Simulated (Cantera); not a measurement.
## Adiabatic ignition

An adiabatic, constant-pressure homogeneous reactor starts with CH4 : O2 : N2 = 1 : 5.71 : 21.5 (molar parts), equivalence ratio 0.35, at 1648 K and 5.90 bar.

Detailed kinetics in Cantera: GRI-Mech 3.0 (53 species, 325 reactions).

```csv
t (s),T (K),x CH4,x O2,x HO2,x C2H6,x CO
4.00e-6,1648,0.0354,0.202,3.32e-6,2.73e-8,1.85e-8
1.26e-5,1648,0.0353,0.202,9.46e-6,1.82e-6,1.05e-6
4.00e-5,1656,0.0332,0.201,6.21e-5,0.000242,0.000308
0.000126,2361,<1e-12,0.130,8.85e-6,<1e-12,0.000889
0.000400,2364,<1e-12,0.130,8.84e-6,<1e-12,0.000685
0.00126,2363,<1e-12,0.130,8.80e-6,<1e-12,0.000681
0.00400,2360,<1e-12,0.129,8.68e-6,<1e-12,0.000670
0.0126,2352,<1e-12,0.127,8.40e-6,<1e-12,0.000645
0.0400,2341,<1e-12,0.125,8.03e-6,<1e-12,0.000612
0.126,2338,<1e-12,0.124,7.92e-6,<1e-12,0.000602
0.400,2338,<1e-12,0.124,7.92e-6,<1e-12,0.000602
1.26,2338,<1e-12,0.124,7.92e-6,<1e-12,0.000602
4.00,2338,<1e-12,0.124,7.92e-6,<1e-12,0.000602
```
x: mole fraction; the columns are a selection and need not sum to one.

```yaml
time_of_steepest_temperature_rise: 62.3 µs
temperature at 4.00 s: 2338 K
equilibrium_temperature: 2338 K
x(CH4) at 4.00 s: <1e-12 (gas-phase equilibrium <1e-12)
x(O2) at 4.00 s: 0.124 (gas-phase equilibrium 0.124)
x(HO2) at 4.00 s: 7.92e-6 (gas-phase equilibrium 7.92e-6)
```
